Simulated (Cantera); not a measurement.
A perfectly stirred reactor is fed with 43.1 % H2, 12.0 % O2, 44.9 % N2, at 0.286 atm; it is adiabatic with a 625 K inlet, and is followed from long to short residence time, starting on the burning branch (τ in s: 0.026, 0.011, 0.0051, 0.0023, 0.001, 0.00045, 0.0002, 8.8e-05, 3.9e-05, 1.7e-05).

Detailed kinetics in Cantera: GRI-Mech 3.0 (53 species, 325 reactions).

x: mole fraction; the columns are a selection and need not sum to one.

| τ (s) | T (K) | x H2 | x O2 | x NO2 | x NO | x OH | x O | x N2O |
|---|---|---|---|---|---|---|---|---|
| 0.026 | 2229 | 0.205 | 0.000259 | 5.49e-10 | 9.61e-5 | 0.00472 | 0.000406 | 2.43e-9 |
| 0.011 | 2153 | 0.200 | … | 2.84e-10 | … | … | … | 2.06e-9 |
| 0.0051 | 2062 | 0.194 | 0.000832 | 1.58e-10 | 3.82e-5 | 0.00701 | 0.00125 | 1.96e-9 |
| 0.0023 | 1946 | 0.186 | 0.00139 | 1.02e-10 | 2.63e-5 | 0.00767 | 0.00196 | 2.08e-9 |
| 0.0010 | 1804 | 0.177 | 0.00226 | 7.62e-11 | 1.83e-5 | 0.00764 | 0.00282 | 2.31e-9 |
| 0.00045 | 1656 | 0.168 | 0.00360 | 5.80e-11 | 1.18e-5 | 0.00686 | 0.00361 | 2.50e-9 |
| 0.00020 | … | 0.162 | … | 4.07e-11 | … | … | … | 2.67e-9 |
| 8.8e-5 | 1337 | 0.175 | 0.0151 | 2.80e-11 | 3.02e-6 | 0.00393 | 0.00492 | 2.97e-9 |
| 3.9e-5 | 625 | 0.431 | 0.120 | <1e-12 | <1e-12 | <1e-12 | <1e-12 | <1e-12 |
| 1.7e-5 | 625 | 0.431 | 0.120 | <1e-12 | <1e-12 | <1e-12 | <1e-12 | <1e-12 |

### Question
Fill in the missing entries.

### Answer

- 0.011, x O2: 0.000486
- 0.011, x NO: 5.93e-5
- 0.011, x OH: 0.00598
- 0.011, x O: 0.000753
- 0.00020, T (K): 1500
- 0.00020, x O2: 0.00639
- 0.00020, x NO: 6.59e-6
- 0.00020, x OH: 0.00550
- 0.00020, x O: 0.00427
